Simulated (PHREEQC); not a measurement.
# Spent oxide etchant (model solution)

A solution holds 24 mmol/kgw NH4HF2, 14 mmol/kgw H2SiF6, 160 mmol/kgw HBF4 and 3.8 mmol/kgw H2SO4, at 25 °C. Closed to the air; pH follows from the charge balance.

Model: ion-association model, phreeqc.dat, run in PHREEQC.

Precipitation was switched off in this run.

Question: What pH, activity of water does the model give?

Answer: pH 0.87; activity of water 0.993.

Question: In which forms is S present?

Answer: HSO4- 82 %, SO4-2 16 %, NH4SO4- 1.3 % of the S.

SiF6-2 is the database's only silicon fluoride. Real BF4- forms and hydrolyses slowly; the run takes it at equilibrium.
